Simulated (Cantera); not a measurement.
Input: 1 mol (CH3)2SiCl2, 0.095 mol CH4, 7.9 mol H2, 0.24 mol HCl, held at 2273 K and 400 Pa.

Method: chemical equilibrium by Gibbs-energy minimisation in Cantera with the NASA 1993 tables (ideal gas, pure condensed phases). Candidate condensed phases: C, C6H6, C7H8, C8H18, Si, SiC; 109 gas species. The feed counts by its element totals alone. The tables' values for SiCl are old estimates; treat these amounts as uncertain. Gases not in the tables: Si2H6 and higher silanes. The numbers say what is thermodynamically allowed, not how fast it happens.

Base state: H2 0.698, HCl 0.134, H 0.111, Si 0.0243, Cl 0.0154, SiCl2 0.00619, SiC2 0.00306, C2H2 (acetylene) 0.00263 (mole fractions); condensed: C(graphite) + SiC(s).

Problem. What changes in the equilibrium state with this change: pressure from 400 Pa to 133 Pa?

Solution. 
| species | before | after |
|---|---|---|
| H2 | 0.698 | 0.610 |
| H | 0.111 | 0.180 |
| HCl | 0.134 | 0.117 |
| Si | 0.0243 | 0.0497 |
| Cl | 0.0154 | 0.0249 |
| SiC2 | 0.00306 | 0.00624 |
| SiCl2 | 0.00619 | 0.00367 |
| SiH2 | 3.86e-5 | 2.29e-5 |
| C(graphite), mol | 1.46 | 1.80 |
| SiC(s), mol | 0.453 | 0 |
